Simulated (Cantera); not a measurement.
A closed system holds: 1 mol Fe(CO)₅, 1.7 mol CO, 0.69 mol N₂, held at 2200 Pa.

These are equilibrium values from Cantera (NASA tables, ideal gas, pure condensed phases), not measurements of a reactor. Candidate condensed phases: C, Fe, Fe(CO)₅, FeO, Fe₂O₃, Fe₃O₄; 27 gas species. Condensed phases not in the tables: cementite and carbon dissolved in iron. The numbers say what is thermodynamically allowed, not how fast it happens.

x: gas mole fraction; n: condensed amount in mol.

```tsv
T (°C)	x CO	x N₂	x CO₂	x Fe	n C(graphite)	n Fe(α)	n Fe(γ)
650	0.852	0.0981	0.0503	<1e-12	…	1.00	0
700	0.888	0.0950	0.0174	<1e-12	…	1.00	0
750	0.900	0.0940	0.00637	2.04e-12	…	1.00	0
800	0.904	0.0936	0.00253	1.88e-11	…	1.00	0
850	0.905	0.0935	0.00109	1.42e-10	…	1.00	0
900	0.906	0.0934	0.000504	8.92e-10	…	1.00	0
950	0.906	0.0934	0.000249	4.81e-9	…	0	1.00
1000	0.906	0.0934	0.000130	2.26e-8	…	0	1.00
1050	0.907	0.0934	7.14e-5	9.45e-8	0	0	1.000
1100	0.907	0.0934	4.11e-5	3.55e-7	0	0	1.000
1150	0.907	0.0934	2.46e-5	1.21e-6	0	0	1.000
```

Problem. Fill in the missing entries.

Solution. 
- 650, n C(graphite): 0.354
- 700, n C(graphite): 0.126
- 750, n C(graphite): 0.0468
- 800, n C(graphite): 0.0187
- 850, n C(graphite): 0.00804
- 900, n C(graphite): 0.00372
- 950, n C(graphite): 0.00184
- 1000, n C(graphite): 0.000960
